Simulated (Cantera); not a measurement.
Charge: 1 mol HgO, 1.6 mol H2, 28 mol N2, held at 302 °C and 1 atm.

Equilibrium computed with Cantera from the NASA thermochemical tables; the gas is ideal and each condensed phase is pure. Candidate condensed phases: H2O, Hg, HgO; 25 gas species. The numbers say what is thermodynamically allowed, not how fast it happens.

Base state: N2 0.915, H2O 0.0327, Hg 0.0327, H2 0.0194, NH3 0.000170 (mole fractions); condensed: gas only.

Q: What changes in the equilibrium state with this change: H2 from 1.6 to 8.8 mol?

A: 
| species | before | after |
|---|---|---|
| N2 | 0.915 | 0.742 |
| H2 | 0.0194 | 0.200 |
| H2O | 0.0327 | 0.0266 |
| Hg | 0.0327 | 0.0266 |
| NH3 | 0.000170 | 0.00507 |

Q: What changes in the equilibrium state with this change: HgO replaced by PbO?

A: 
```
species       before     after
----------  --------  --------
N2             0.915     0.946
H2O           0.0327    0.0338
H2            0.0194    0.0200
Hg            0.0327         0
NH3         0.000170  0.000181
Pb(s), mol         0      1.00
```
Further candidate phases: Pb, PbO, PbO2, Pb3O4.
